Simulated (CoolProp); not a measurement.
The numbers come from the reference Helmholtz-energy equation of state, Zhou 2014 in CoolProp.

Problem. For cyclohexane, give the phase and the Z, cv (kJ/(kg K)), speed of sound (m/s), Joule-Thomson coefficient (K/MPa) at 503.3 K and 917 kPa.

Solution. 
- 503.3 K and 917 kPa: gas; Z 0.886, cv 2.22, speed of sound 204, Joule-Thomson coefficient 9.66
